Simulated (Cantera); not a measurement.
**Thermodynamics of silicon carbide growth, feed SiCl4 + CH4 + H2 + C2H2**

Input: 1 mol SiCl4, a varied amount of CH4, 1.6 mol H2, 0.018 mol C2H2, equilibrated at 1025 K and 0.100 bar.

These are equilibrium values from Cantera (NASA tables, ideal gas, pure condensed phases), not measurements of a reactor. Candidate condensed phases: C, C6H6, C7H8, C8H18, Si, SiC; 109 gas species. The tables' values for SiCl3 are old estimates; treat these amounts as uncertain. Kinetics and transport are ignored.

| n(CH4) (mol) | x H2 | x SiCl4 | x HCl | x SiHCl3 | x CH4 | x SiCl3 | x SiCl2 | n SiC(s) | n C(graphite) |
|---|---|---|---|---|---|---|---|---|---|
| 0.014 | 0.555 | 0.333 | 0.0929 | 0.0171 | 0.000162 | 0.00173 | 0.000187 | 0.0496 | 0 |
| 0.021 | 0.552 | 0.330 | 0.101 | 0.0156 | 0.000225 | 0.00158 | 0.000157 | 0.0564 | 0 |
| 0.031 | 0.548 | 0.325 | 0.112 | 0.0137 | 0.000347 | 0.00139 | 0.000125 | 0.0660 | 0 |
| 0.045 | 0.542 | 0.317 | 0.127 | 0.0116 | 0.000594 | 0.00119 | 9.32e-5 | 0.0793 | 0 |
| 0.066 | 0.533 | 0.306 | 0.149 | 0.00940 | 0.00117 | 0.000969 | 6.41e-5 | 0.0987 | 0 |
| 0.096 | 0.527 | 0.293 | 0.169 | 0.00783 | 0.00204 | 0.000813 | 4.70e-5 | 0.117 | 0.00866 |
| 0.14 | 0.537 | 0.283 | 0.170 | 0.00770 | 0.00212 | 0.000791 | 4.62e-5 | 0.121 | 0.0483 |
| 0.21 | 0.552 | 0.268 | 0.170 | 0.00749 | 0.00224 | 0.000759 | 4.49e-5 | 0.127 | 0.112 |
| 0.3 | 0.570 | 0.250 | 0.169 | 0.00724 | 0.00239 | 0.000722 | 4.34e-5 | 0.135 | 0.193 |
| 0.44 | 0.594 | 0.227 | 0.169 | 0.00687 | 0.00259 | 0.000671 | 4.14e-5 | 0.146 | 0.320 |
| 0.65 | 0.624 | 0.199 | 0.167 | 0.00637 | 0.00286 | 0.000606 | 3.87e-5 | 0.163 | 0.511 |
| 0.95 | 0.658 | 0.167 | 0.165 | 0.00575 | 0.00319 | 0.000533 | 3.55e-5 | 0.186 | 0.785 |
x: gas mole fraction; n: condensed amount in mol.

From 0.014 mol CH4 to 0.066 mol CH4 the condensed part is SiC(s). From 0.096 mol CH4 to 0.95 mol CH4 the condensed part is C(graphite) + SiC(s). The main Si-bearing gas is SiCl4 throughout. The share of Si in condensed phases is highest at 0.95 mol CH4 (18.6 %) and lowest at 0.014 mol CH4 (5.0 %).
